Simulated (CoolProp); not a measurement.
Saturation properties of vinyl chloride (Tc = 425.0 K, pc = 5600 kPa, ω = 0.160).

Values from CoolProp's reference Helmholtz-energy equation of state, Thol 2022.

| T (K) | p (kPa) | liquid density (kg/m³) | vapour density (kg/m³) |
|---|---|---|---|
| 275.9 | 191.4 | 940.4 | 5.464 |
| 291.4 | 321.2 | 911.9 | 8.871 |
| 306.8 | 507.3 | 882.7 | 13.67 |
| 322.2 | 763.9 | 852.1 | 20.27 |
| 337.6 | 1106 | 819.5 | 29.19 |
| 353 | 1548 | 784.2 | 41.18 |
| 368.5 | 2114 | 744.6 | 57.55 |
| 383.9 | 2815 | 698.6 | 80.30 |
| 399.3 | 3680 | 640.6 | 114.4 |
| 414.7 | 4746 | 555.3 | 175.3 |

It boils at 259.3 K under 1 atm.
